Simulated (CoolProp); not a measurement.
Vapour-liquid equilibrium of isohexane (1) + n-heptane (2) at 0.00323 MPa; x and y are mole fractions of (1).

Model: multi-fluid Helmholtz-energy mixture model, Lemmon 2006 and Span 2003; pair parameters Bell 2016, in CoolProp.

```csv
x,"bubble temperature, mixture model (K)","bubble temperature, Raoult's law (K)","y, mixture model","y, Raoult's law"
0.05,282.4,282.5,0.223,0.220
0.15,276.7,276.8,0.502,0.500
0.25,272.2,272.3,0.664,0.664
0.35,268.6,268.7,0.767,0.769
0.45,265.6,265.6,0.837,0.840
0.55,263.1,263.0,0.888,0.890
0.65,260.8,260.8,0.925,0.926
0.75,258.8,258.8,0.953,0.954
0.85,257.1,257.0,0.975,0.976
0.95,255.5,255.4,0.993,0.993
```

The largest gap from Raoult's law is -0.1 K in bubble temperature, at x = 0.15. No azeotrope shows between x = 0.05 and 0.95.

The pair parameters rest on a limited set of measurements; away from them the model extrapolates.
